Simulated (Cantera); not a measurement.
A closed system holds: 1 mol H₂O, 0.036 mol H₂, 2.8 mol O₂, held at 1.00 Torr.

These are equilibrium values from Cantera (NASA tables, ideal gas, pure condensed phases), not measurements of a reactor. Candidate condensed phases: H₂O; 9 gas species. Equilibrium is a limit: real reactors are often held back by kinetics, nucleation or transport.

x: gas mole fraction; nothing condenses.

| T (K) | x O₂ | x O | x H₂O | x H | x OH | x H₂ |
|---|---|---|---|---|---|---|
| 2075 | 0.691 | 0.0265 | 0.242 | 0.00460 | 0.0320 | 0.00397 |
| 2150 | 0.670 | 0.0438 | 0.228 | 0.00917 | 0.0427 | 0.00630 |
| 2225 | 0.641 | 0.0694 | 0.208 | 0.0173 | 0.0549 | 0.00947 |
| 2300 | 0.601 | … | … | … | … | … |
| 2375 | 0.549 | 0.154 | 0.150 | 0.0510 | 0.0782 | 0.0175 |
| 2450 | … | … | … | … | 0.0851 | 0.0209 |
| 2525 | 0.412 | 0.288 | 0.0779 | 0.115 | 0.0854 | 0.0223 |
| 2600 | 0.334 | 0.369 | 0.0464 | 0.152 | 0.0782 | 0.0209 |

**Question.** What belongs in the gaps?

**Answer.** 
- 2450, x O₂: 0.485
- 2450, x O: 0.215
- 2450, x H₂O: 0.114
- 2450, x H: 0.0795
- 2300, x O: 0.105
- 2300, x H₂O: 0.182
- 2300, x H: 0.0306
- 2300, x OH: 0.0673
- 2300, x H₂: 0.0133
